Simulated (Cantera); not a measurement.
A perfectly stirred reactor is fed with H₂ : O₂ : N₂ = 1 : 1.04 : 3.92 (molar parts), equivalence ratio 0.48, at 1.30 bar; it is adiabatic with a 500 K inlet, and is followed from long to short residence time, starting on the burning branch (τ in s: 0.46, 0.18, 0.07, 0.028, 0.011, 0.0042, 0.0017, 0.00065, 0.00025, 9.9e-05, 3.9e-05, 1.5e-05).

Computed with Cantera and GRI-Mech 3.0 (53 species, 325 reactions).

Question: Predict: blow-out, bracketed by the residence times tried; x(H₂) at τ = 0.460 s; x(O₂) at τ = 0.460 s; x(OH) at τ = 0.460 s; x(H₂O) at τ = 0.460 s; x(H) at τ = 0.460 s; x(H₂) at τ = 1.70 ms; x(O₂) at τ = 1.70 ms; x(OH) at τ = 1.70 ms; x(H₂O) at τ = 1.70 ms; x(H) at τ = 1.70 ms.

Answer: 
```json
{
  "blow_out_bracketed_by_the_residence_times_tried": "burning at 39.0 µs, out at 15.0 µs",
  "x(H₂) at τ = 0.460 s": "5.16e-5",
  "x(O₂) at τ = 0.460 s": "0.0987",
  "x(OH) at τ = 0.460 s": "0.000837",
  "x(H₂O) at τ = 0.460 s": "0.183",
  "x(H) at τ = 0.460 s": "3.25e-6",
  "x(H₂) at τ = 1.70 ms": "0.00176",
  "x(O₂) at τ = 1.70 ms": "0.0977",
  "x(OH) at τ = 1.70 ms": "0.00433",
  "x(H₂O) at τ = 1.70 ms": "0.178",
  "x(H) at τ = 1.70 ms": "0.000609"
}
```
